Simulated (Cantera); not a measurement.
A closed system holds: 1 mol CS2, 4.8 mol H2O, 5.3 mol H2, held at 2325 °C and 64.0 bar.

Method: chemical equilibrium by Gibbs-energy minimisation in Cantera with the NASA 1993 tables (ideal gas, pure condensed phases). The ideal-gas law is rough above about 30 bar. The numbers say what is thermodynamically allowed, not how fast it happens.

```
species    before    after
-------  --------  -------
H2          0.453    0.473
H2O         0.310    0.286
CO         0.0773   0.0767
H2S        0.0949   0.0569
H         0.00320   0.0146
SO        0.00350   0.0113
SH         0.0207   0.0352
S2         0.0241   0.0258
O         2.32e-6  5.68e-5
O2        6.47e-7  1.36e-5
OH       0.000507  0.00300
S         0.00126  0.00546
CS2       1.20e-5  5.78e-6
SO2       0.00234  0.00481
```
Gas species are given as mole fractions.

Q: Which change was made?
A. pressure from 64.0 bar to 1.00 bar
B. temperature from 2325 °C to 475 °C
C. pressure from 64.0 bar to 13.0 bar
D. temperature from 2325 °C to 2752 °C

A: D, temperature from 2325 °C to 2752 °C
